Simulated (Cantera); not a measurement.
# Equilibrium for silicon oxide and oxynitride deposition: SiF4 + H2O

A closed system holds: 1 mol SiF4, 2.3 mol H2O, at 925 K and 0.0100 bar.

Method: chemical equilibrium by Gibbs-energy minimisation in Cantera with the NASA 1993 tables (ideal gas, pure condensed phases). Candidate condensed phases: H2O, Si, SiO2; 38 gas species. Rates play no part.

```yaml
x(HF): 0.557
x(H2O): 0.322
x(SiF4): 0.122
n(SiO2(β-quartz)): 0.534 mol
gas_amount: 3.834 mol
log10 activity of Si(s) (absent): -32.70
```
